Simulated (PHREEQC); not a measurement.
A solution holds 1.9 mol MgCl2 and 0.046 mol NaHCO3 per kg of water, at 25 °C. Closed to the air; pH follows from the charge balance.

All values are PHREEQC results (Pitzer model, pitzer.dat), not measurements.

No solid was allowed to form.

### Question
What pH, activity of water, density does the model give?

### Answer
pH 6.31; activity of water 0.857; density 1.132 g/cm³.

### Question
In which forms is C present?

### Answer
HCO3- 76 %, CO2 12 %, MgCO3 7.1 %, CO3-2 4.9 % of the C.

Saturation is exceeded, for instance for Magnesite (slow to form); the values hold only as long as no solid forms. In brines, pH and single-ion activities rest on the MacInnes convention.
